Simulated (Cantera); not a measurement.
## Reactions in the system H-S

Standard-state values (1 bar) from the NASA 1993 polynomials, evaluated with Cantera. Values are per mole of reaction as written; species without (g) are pure solids or liquids, kept so even where they would boil at 1 bar.

H₂S(g) → S + 2 H(g)

```tsv
T (K)	ΔH° (kJ)	ΔS° (J/K)	ΔG° (kJ)	log10 K	condensed phases
300	456.6	55.9	439.8	-76.57	S(s)
623	471.3	89.5	415.6	-34.84	S(l)
673	473.1	92.1	411.1	-31.90	S(l)
723	474.7	94.4	406.4	-29.36	S(l)
773	476.2	96.4	401.6	-27.14	S(l)
823	477.7	98.3	396.8	-25.18	S(l)
873	479.2	100.1	391.8	-23.44	S(l)
923	480.8	101.9	386.7	-21.89	S(l)
```

2 S → S₂(g)

| T (K) | ΔH° (kJ) | ΔS° (J/K) | ΔG° (kJ) | log10 K | condensed phases |
|---|---|---|---|---|---|
| 300 | 128.4 | 164.1 | 79.2 | -13.78 | S(s) |
| 623 | 113.1 | 129.7 | 32.3 | -2.71 | S(l) |
| 673 | 111.7 | 127.4 | 25.9 | -2.01 | S(l) |
| 723 | 110.4 | 125.6 | 19.6 | -1.41 | S(l) |
| 773 | 109.2 | 124.0 | 13.3 | -0.90 | S(l) |
| 823 | 107.9 | 122.4 | 7.2 | -0.45 | S(l) |
| 873 | 106.5 | 120.7 | 1.1 | -0.06 | S(l) |
| 923 | 104.9 | 119.0 | -4.9 | 0.28 | S(l) |

4 H(g) + S₂(g) → 2 H₂S(g)

| T (K) | ΔH° (kJ) | ΔS° (J/K) | ΔG° (kJ) | log10 K |
|---|---|---|---|---|
| 300 | -1041.5 | -275.9 | -958.7 | 166.92 |
| 623 | -1055.8 | -308.7 | -863.5 | 72.40 |
| 673 | -1057.8 | -311.7 | -848.0 | 65.82 |
| 723 | -1059.7 | -314.4 | -832.3 | 60.13 |
| 773 | -1061.5 | -316.9 | -816.6 | 55.18 |
| 823 | -1063.2 | -319.0 | -800.7 | 50.82 |
| 873 | -1064.9 | -321.0 | -784.7 | 46.95 |
| 923 | -1066.5 | -322.7 | -768.6 | 43.49 |

2 H(g) → H₂(g)

```
T (K)  ΔH° (kJ)  ΔS° (J/K)  ΔG° (kJ)  log10 K
-----  --------  ---------  --------  -------
300      -436.0      -98.8    -406.4    70.75
623      -440.0     -107.9    -372.8    31.26
673      -440.6     -108.8    -367.4    28.51
723      -441.2     -109.7    -361.9    26.15
773      -441.8     -110.5    -356.4    24.08
823      -442.4     -111.2    -350.9    22.27
873      -443.0     -111.9    -345.3    20.66
923      -443.6     -112.6    -339.7    19.22
```
